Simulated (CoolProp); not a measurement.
The numbers come from the reference Helmholtz-energy equation of state, Lemmon and Jacobsen 2000 in CoolProp.

### Question
For R143a, give the phase and the cp (kJ/(kg K)), speed of sound (m/s) at -97.65 °C and 10500 kPa; 66.15 °C and 112 kPa; -64.05 °C and 1480 kPa.

### Answer
- -97.65 °C and 10500 kPa: liquid; cp 1.21, speed of sound 1030
- 66.15 °C and 112 kPa: gas; cp 1.02, speed of sound 191
- -64.05 °C and 1480 kPa: liquid; cp 1.28, speed of sound 839
